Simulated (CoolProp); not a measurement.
Model: reference Helmholtz-energy equation of state, Lemmon 2005, in CoolProp. It is a short technical equation, of lower accuracy than the large ones.

**Question.** Give the vapour pressure (kPa), vapour density (kg/m³), liquid cp (kJ/(kg K)), surface tension (mN/m) of saturated trans-2-butene at 394.5 K.

**Answer.** 
| T (K) | p (kPa) | vapour density (kg/m³) | liquid cp (kJ/(kg K)) | surface tension (mN/m) |
|---|---|---|---|---|
| 394.5 | 2250 | 60.0 | 3.36 | 2.65 |

Surface tension comes from a separate correlation (Mulero 2014).
